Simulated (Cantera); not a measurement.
Charge: 1 mol Si3N4, 2.3 mol N2O, 8.5 mol N2, equilibrated at 1.65 Torr.

These are equilibrium values from Cantera (NASA tables, ideal gas, pure condensed phases), not measurements of a reactor. Candidate condensed phases: Si, SiO2, Si2N2O, Si3N4; 16 gas species. The tables' values for SiN are old estimates; treat these amounts as uncertain. Kinetics and transport are ignored. All values below are at 1877 °C.

Base state: N2 0.810, SiO 0.146, Si 0.0431, SiN 0.000340, Si2 0.000263, Si2N 0.000165, Si3 2.22e-5 (mole fractions); condensed: gas only.

**Question.** What changes in the equilibrium state with this change: N2O from 2.3 to 0.053 mol?

**Answer.** 
```csv
species,before,after
N2,0.810,0.890
Si,0.0431,0.102
SiO,0.146,0.00447
Si3,2.22e-5,0.000295
Si2N,0.000165,0.000970
Si2,0.000263,0.00148
"Si(l), mol",0,1.66
```
